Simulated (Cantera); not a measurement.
A Cantera script and what it prints.

```python
import numpy as np
import cantera as ct

gas_names = [...]  # 47 gases of nasa_gas.yaml made of Cl, H, N, O, Si
cond_names = """
    H2O(s) H2O(L) NH4CL(a) NH4CL(b) Si(cr) Si(L) SiO2(Lqz) SiO2(hqz) SiO2(L) Si2N2O(s) Si3N4(a)
""".split()


# ... load() reads the species with a 1 bar reference pressure and builds the phases ...
atoms = {
    'SiH2Cl2': {'Si': 1, 'H': 2, 'CL': 2},
    'N2O': {'N': 2, 'O': 1},
    'H2': {'H': 2},
}
top_T = {'Si2N2O(s)': 2100, 'Si3N4(a)': 2400}  # K; cautious upper limits of use, not melting points


# ... equilibrate(T, P, feed) seeds the gas with the atoms and calls Mixture.equilibrate('TP', solver="vcs", rtol=1e-11, max_steps=5000) ...
results = []
feed = {'SiH2Cl2': 1, 'N2O': 6.4, 'H2': 1.3}  # mol
P = 13332.2  # Pa
for T in [725, 825, 925, 1025, 1125, 1225, 1325, 1425, 1525, 1625, 1725, 1825, 1925, 2025]:
    mix = equilibrate(T, P, feed)
    results.append((T, P, feed, dict(zip(mix.species_names, mix.species_moles))))
    x = sorted(zip(gas.X, gas.species_names), reverse=True)
    print(f"T = {T:g} K  P = {P:g} Pa  gas = {mix.phase_moles(0):.4g} mol")
    print("   x: " + "  ".join(f"{s} {v:.3e}" for v, s in x if v > 1e-06))
    print("   condensed (mol): " + ("  ".join(f"{mix.phase(i).name} {mix.phase_moles(i):.4g}"
          for i in range(1, mix.n_phases) if mix.phase_moles(i) > 1e-12) or "none"))
```

Result:

```
T = 725 K  P = 13332.2 Pa  gas = 11.03 mol
   x: N2 5.803e-01  H2O 1.582e-01  O2 1.204e-01  HCL 1.008e-01  CL2 4.027e-02
   condensed (mol): SiO2(Lqz) 1
T = 825 K  P = 13332.2 Pa  gas = 11.12 mol
   x: N2 5.758e-01  H2O 1.412e-01  HCL 1.314e-01  O2 1.273e-01  CL2 2.424e-02  CL 7.004e-06  NO 2.022e-06  HOCL 1.849e-06
   condensed (mol): SiO2(Lqz) 1
T = 925 K  P = 13332.2 Pa  gas = 11.17 mol
   x: N2 5.729e-01  HCL 1.511e-01  O2 1.317e-01  H2O 1.303e-01  CL2 1.396e-02  CL 3.744e-05  NO 8.663e-06  HOCL 2.804e-06
   condensed (mol): SiO2(hqz) 1
T = 1025 K  P = 13332.2 Pa  gas = 11.21 mol
   x: N2 5.712e-01  HCL 1.622e-01  O2 1.342e-01  H2O 1.242e-01  CL2 8.069e-03  CL 1.376e-04  NO 2.784e-05  HOCL 3.744e-06  CLO 1.072e-06
   condensed (mol): SiO2(hqz) 1
T = 1125 K  P = 13332.2 Pa  gas = 11.22 mol
   x: N2 5.702e-01  HCL 1.681e-01  O2 1.355e-01  H2O 1.208e-01  CL2 4.826e-03  CL 3.903e-04  NO 7.254e-05  HOCL 4.627e-06  CLO 2.408e-06  OH 1.646e-06
   condensed (mol): SiO2(hqz) 1
T = 1225 K  P = 13332.2 Pa  gas = 11.24 mol
   x: N2 5.695e-01  HCL 1.710e-01  O2 1.361e-01  H2O 1.192e-01  CL2 3.021e-03  CL 9.188e-04  NO 1.614e-04  OH 6.768e-06  HOCL 5.440e-06  CLO 4.646e-06
   condensed (mol): SiO2(hqz) 1
T = 1325 K  P = 13332.2 Pa  gas = 11.24 mol
   x: N2 5.690e-01  HCL 1.720e-01  O2 1.362e-01  H2O 1.185e-01  CL2 1.977e-03  CL 1.880e-03  NO 3.178e-04  OH 2.255e-05  CLO 8.001e-06  HOCL 6.176e-06
   condensed (mol): SiO2(hqz) 1
T = 1425 K  P = 13332.2 Pa  gas = 11.25 mol
   x: N2 5.685e-01  HCL 1.716e-01  O2 1.359e-01  H2O 1.186e-01  CL 3.447e-03  CL2 1.342e-03  NO 5.683e-04  OH 6.360e-05  CLO 1.261e-05  HOCL 6.825e-06  O 1.401e-06  NO2 1.142e-06
   condensed (mol): SiO2(hqz) 1
T = 1525 K  P = 13332.2 Pa  gas = 11.26 mol
   x: N2 5.678e-01  HCL 1.699e-01  O2 1.352e-01  H2O 1.192e-01  CL 5.780e-03  NO 9.400e-04  CL2 9.373e-04  OH 1.568e-04  CLO 1.849e-05  HOCL 7.375e-06  O 5.703e-06  H2 2.334e-06  NO2 1.374e-06
   condensed (mol): SiO2(hqz) 1
T = 1625 K  P = 13332.2 Pa  gas = 11.27 mol
   x: N2 5.670e-01  HCL 1.671e-01  O2 1.341e-01  H2O 1.203e-01  CL 8.999e-03  NO 1.458e-03  CL2 6.679e-04  OH 3.467e-04  CLO 2.552e-05  O 1.952e-05  H2 7.976e-06  HOCL 7.811e-06  NO2 1.611e-06
   condensed (mol): SiO2(hqz) 1
T = 1725 K  P = 13332.2 Pa  gas = 11.29 mol
   x: N2 5.660e-01  HCL 1.630e-01  O2 1.325e-01  H2O 1.219e-01  CL 1.315e-02  NO 2.145e-03  OH 6.997e-04  CL2 4.824e-04  O 5.786e-05  CLO 3.342e-05  H2 2.383e-05  HOCL 8.124e-06  H 2.483e-06  NO2 1.848e-06
   condensed (mol): SiO2(L) 1
T = 1825 K  P = 13332.2 Pa  gas = 11.3 mol
   x: N2 5.646e-01  HCL 1.580e-01  O2 1.305e-01  H2O 1.238e-01  CL 1.822e-02  NO 3.015e-03  OH 1.308e-03  CL2 3.515e-04  O 1.520e-04  H2 6.360e-05  CLO 4.183e-05  H 9.619e-06  HOCL 8.306e-06  NO2 2.079e-06
   condensed (mol): SiO2(L) 1
T = 1925 K  P = 13332.2 Pa  gas = 11.33 mol
   x: N2 5.630e-01  HCL 1.519e-01  O2 1.279e-01  H2O 1.258e-01  CL 2.409e-02  NO 4.079e-03  OH 2.292e-03  O 3.605e-04  CL2 2.578e-04  H2 1.542e-04  CLO 5.033e-05  H 3.251e-05  HOCL 8.360e-06  NO2 2.298e-06
   condensed (mol): SiO2(L) 1
T = 2025 K  P = 13332.2 Pa  gas = 11.35 mol
   x: N2 5.610e-01  HCL 1.451e-01  H2O 1.277e-01  O2 1.249e-01  CL 3.061e-02  NO 5.334e-03  OH 3.794e-03  O 7.828e-04  H2 3.442e-04  CL2 1.900e-04  H 9.779e-05  CLO 5.852e-05  HOCL 8.290e-06  SiO2 2.932e-06  NO2 2.500e-06  SiO 2.139e-06  HO2 1.453e-06
   condensed (mol): SiO2(L) 0.9999
```

These are equilibrium values from Cantera (NASA tables, ideal gas, pure condensed phases), not measurements of a reactor. The tables hold silica as quartz up to 1696 K and as liquid above; real silica turns to tridymite and cristobalite and melts near 1996 K. Gases not in the tables: Si(OH)4.
